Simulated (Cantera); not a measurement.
Feed: 1 mol CF4, a varied amount of H2, at 3523 K and 13.3 mbar.

Method: chemical equilibrium by Gibbs-energy minimisation in Cantera with the NASA 1993 tables (ideal gas, pure condensed phases). Candidate condensed phases: C, C6H6, C7H8, C8H18; 95 gas species. Rates play no part.

x: gas mole fraction; nothing condenses.

```
n(H2) (mol)    x H     x F   x HF     x C     x CF     x C3      x H2     x C2
-----------  -----  ------  -----  ------  -------  -------  --------  -------
0.79         0.127   0.564  0.178  0.0556   0.0345   0.0252  0.000560   0.0133
0.99         0.162   0.509  0.204  0.0548   0.0307   0.0242  0.000904   0.0130
1.2          0.198   0.458  0.225  0.0540   0.0272   0.0230   0.00135   0.0126
1.5          0.248   0.396  0.244  0.0526   0.0229   0.0213   0.00213   0.0119
1.9            ___     ___  0.255  0.0507      ___      ___       ___   0.0111
2.4            ___     ___  0.254  0.0483      ___      ___       ___      ___
3            0.451   0.218  0.244  0.0455   0.0109   0.0138   0.00700  0.00893
3.8          0.524   0.172  0.224  0.0422  0.00801   0.0110   0.00947  0.00768
4.8          0.593   0.135  0.199  0.0387  0.00577  0.00850    0.0121  0.00645
6            0.652   0.107  0.174  0.0352  0.00417  0.00641    0.0147  0.00535
7.4          0.701  0.0863  0.150  0.0319  0.00304  0.00478    0.0170  0.00440
9.3          0.748  0.0681  0.126  0.0284  0.00213  0.00337    0.0193  0.00348
```

**Question.** What belongs in the gaps?

**Answer.** 
- 1.9, x H: 0.311
- 1.9, x F: 0.330
- 1.9, x CF: 0.0184
- 1.9, x C3: 0.0191
- 1.9, x H2: 0.00334
- 2.4, x H: 0.381
- 2.4, x F: 0.269
- 2.4, x CF: 0.0143
- 2.4, x C3: 0.0165
- 2.4, x H2: 0.00499
- 2.4, x C2: 0.0100
